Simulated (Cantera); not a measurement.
# Stirred combustor or abatement burner

A perfectly stirred reactor is fed with CO : H2 : O2 : N2 = 1 : 0.049 : 0.53 : 1.99 (molar parts), at 1.00 bar; it is adiabatic with a 373 K inlet, and is followed from long to short residence time, starting on the burning branch (τ in s: 0.24, 0.11, 0.047, 0.021, 0.0092, 0.0041, 0.0018, 0.00081, 0.00036, 0.00016, 7.1e-05, 3.1e-05, 1.4e-05).

Computed with Cantera and GRI-Mech 3.0 (53 species, 325 reactions).

| τ (s) | T (K) | x CO | x H2 | x O2 | x HO2 | x NO2 | x NO |
|---|---|---|---|---|---|---|---|
| 0.24 | 2383 | 0.0455 | 0.000394 | 0.0211 | 7.17e-7 | 1.51e-6 | 0.00469 |
| 0.11 | 2363 | 0.0484 | 0.000423 | 0.0228 | 7.47e-7 | 1.41e-6 | 0.00413 |
| 0.047 | 2319 | 0.0545 | 0.000488 | 0.0260 | 8.42e-7 | 1.17e-6 | 0.00315 |
| 0.021 | 2247 | 0.0639 | 0.000594 | 0.0308 | 1.12e-6 | 7.73e-7 | 0.00194 |
| 0.0092 | 2148 | 0.0760 | 0.000743 | 0.0366 | 1.82e-6 | 3.58e-7 | 0.000874 |
| 0.0041 | 2033 | 0.0886 | 0.000910 | 0.0422 | 3.11e-6 | 1.42e-7 | 0.000342 |
| 0.0018 | 1901 | 0.101 | 0.00107 | 0.0475 | 5.14e-6 | 6.88e-8 | 0.000163 |
| 0.00081 | 1757 | 0.114 | 0.00119 | 0.0527 | 7.91e-6 | 4.80e-8 | 0.000108 |
| 0.00036 | 1580 | 0.132 | 0.00122 | 0.0608 | 1.25e-5 | 3.34e-8 | 6.51e-5 |
| 0.00016 | 373 | 0.280 | 0.0137 | 0.149 | <1e-12 | <1e-12 | <1e-12 |
| 7.1e-5 | 373 | 0.280 | 0.0137 | 0.149 | <1e-12 | <1e-12 | <1e-12 |
| 3.1e-5 | 373 | 0.280 | 0.0137 | 0.149 | <1e-12 | <1e-12 | <1e-12 |
| 1.4e-5 | 373 | 0.280 | 0.0137 | 0.149 | <1e-12 | <1e-12 | <1e-12 |
x: mole fraction; the columns are a selection and need not sum to one.
